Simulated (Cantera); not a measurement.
An isothermal, constant-pressure homogeneous reactor starts with N2O : O2 = 1 : 1.3 (molar parts), at 1125 K and 1.78 atm. Integrator tolerance rtol = 1e-08.

Detailed kinetics in Cantera: GRI-Mech 3.0 (53 species, 325 reactions). GRI-Mech 3.0 was tuned for natural gas; its chemistry of N2O as a main component is partial and can be far from experiment. The mechanism lacks the step 2 NO + O2 → 2 NO2, which can matter for NO2 below about 1400 K. The temperature is held fixed by assumption; the heat of reaction is taken as removed at once.

### Question
What does this change do: temperature 1125 to 1350 K?

### Answer
```json
[
 {"quantity": "x(N2O) at 40.0 s", "before": "0.00222 (gas-phase equilibrium 8.37e-9)", "after": "5.55e-7 (gas-phase equilibrium 3.75e-8)"},
 {"quantity": "x(O2) at 40.0 s", "before": "0.634 (gas-phase equilibrium 0.643)", "after": "0.621 (gas-phase equilibrium 0.643)"},
 {"quantity": "x(NO) at 40.0 s", "before": "0.0162 (gas-phase equilibrium 0.000126)", "after": "0.0416 (gas-phase equilibrium 0.000641)"},
 {"quantity": "x(NO2) at 40.0 s", "before": "0.000659 (gas-phase equilibrium 7.31e-6)", "after": "0.000852 (gas-phase equilibrium 1.34e-5)"},
 {"quantity": "x(N2) at 40.0 s", "before": "0.347 (gas-phase equilibrium 0.357)", "after": "0.336 (gas-phase equilibrium 0.357)"},
 {"quantity": "x(O) at 40.0 s", "before": "5.95e-9 (gas-phase equilibrium 2.78e-9)", "after": "2.50e-7 (gas-phase equilibrium 2.54e-7)"}
]
```

### Question
What does this change do: N2O 1 to 5.1 parts?

### Answer
| quantity | before | after |
|---|---|---|
| x(N2O) at 40.0 s | 0.00222 (gas-phase equilibrium 8.37e-9) | 0.00355 (gas-phase equilibrium 1.09e-8) |
| x(O2) at 40.0 s | 0.634 (gas-phase equilibrium 0.643) | 0.415 (gas-phase equilibrium 0.430) |
| x(NO) at 40.0 s | 0.0162 (gas-phase equilibrium 0.000126) | 0.0260 (gas-phase equilibrium 0.000130) |
| x(NO2) at 40.0 s | 0.000659 (gas-phase equilibrium 7.31e-6) | 0.000886 (gas-phase equilibrium 6.17e-6) |
| x(N2) at 40.0 s | 0.347 (gas-phase equilibrium 0.357) | 0.554 (gas-phase equilibrium 0.570) |
| x(O) at 40.0 s | 5.95e-9 (gas-phase equilibrium 2.78e-9) | 5.54e-9 (gas-phase equilibrium 2.27e-9) |
